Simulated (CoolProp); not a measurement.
A single-stage vapour-compression cycle with R410A: evaporating at 267.15 K (dew point), condensing at 328.15 K (bubble point), superheat 5 K, subcooling 2 K, compressor efficiency 0.6, no pressure losses. Each further row changes one setting.

Computed with CoolProp (reference Helmholtz-energy equation of state, Lemmon 2003). It is a pseudo-pure fit of the blend.

| case | cooling COP | pressure ratio | discharge temperature (K) | refrigerating effect (kJ/kg) | volumetric capacity (kJ/m³) |
|---|---|---|---|---|---|
| as stated | 1.66 | 5.24 | 384.5 | 133 | 3230 |
| evaporating temperature 272.15 K | [?] | 4.45 | 378.8 | 135 | 3860 |
| condensing temperature 323.15 K | [?] | 4.68 | 376.3 | 143 | 3480 |
| subcooling 7 K | 1.80 | 5.24 | 384.5 | [?] | [?] |
| superheat 15 K | [?] | 5.24 | 397.2 | 143 | 3280 |
| compressor efficiency 0.5 | 1.39 | 5.24 | [?] | 133 | 3230 |

Q: What belongs in the gaps?

A: 
- evaporating temperature 272.15 K, cooling COP: 1.89
- condensing temperature 323.15 K, cooling COP: 1.93
- subcooling 7 K, refrigerating effect (kJ/kg): 144
- subcooling 7 K, volumetric capacity (kJ/m³): 3500
- superheat 15 K, cooling COP: 1.68
- compressor efficiency 0.5, discharge temperature (K): 397.8
